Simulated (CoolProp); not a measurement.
Dimethyl carbonate at 298.15 K and 3.44 MPa is throttled through a valve to 0.334 MPa with no heat exchange. Each further row changes one setting.

Model: reference Helmholtz-energy equation of state, Zhou 2011, in CoolProp.

```csv
case,temperature change (K)
as stated,+1.0
outlet pressure 0.1 MPa,+1.1
outlet pressure 0.434 MPa,+1.0
```
